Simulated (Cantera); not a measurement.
An isothermal, constant-pressure homogeneous reactor starts with NH₃ : N₂ = 1 : 0.35 (molar parts), at 1700 K and 39.0 Torr.

Model: the gas-phase N/H chemistry of the illustrative SiF4/NH3 mechanism in the Surface Chemkin manual (1991), integrated in Cantera. Walls and surfaces, which speed up NH3 decomposition in real reactors, are not modelled.

x: mole fraction; the columns are a selection and need not sum to one.

```
t (s)      x NH₃        x NH      x N₂H₄       x NH₂    x N₂H₂         x H
--------  ------  ----------  ----------  ----------  --------  ----------
5.00e-6    0.741      <1e-12      <1e-12     6.88e-8    <1e-12     1.71e-8
2.63e-5    0.741    1.03e-12      <1e-12     4.32e-7    <1e-12     1.92e-8
0.000138   0.741    4.53e-11    1.85e-12  (withheld)  3.63e-11     1.92e-8
0.000725   0.741     2.56e-9    6.38e-11     1.24e-5   2.56e-9     1.93e-8
0.00381    0.741     8.80e-8     1.81e-9     6.49e-5   9.84e-8     2.43e-8
0.0200     0.740     8.36e-7     2.83e-8    0.000256   1.77e-6     1.64e-7
0.105      0.734  (withheld)  (withheld)    0.000285   2.29e-6  (withheld)
0.552      0.701     1.44e-6     3.04e-8    0.000265   2.13e-6     5.21e-6
2.90       0.560     1.68e-6     2.04e-8    0.000217   1.46e-6     2.39e-5
15.2       0.229     1.31e-6     5.76e-9    0.000115   3.90e-7     8.77e-5
80.0      0.0184     4.53e-7    1.54e-10     1.90e-5   1.31e-8    0.000253
```

Problem. Some entries are withheld; supply them.

Solution. 
- 0.000138, x NH₂: 2.35e-6
- 0.105, x NH: 1.12e-6
- 0.105, x N₂H₄: 3.52e-8
- 0.105, x H: 1.03e-6
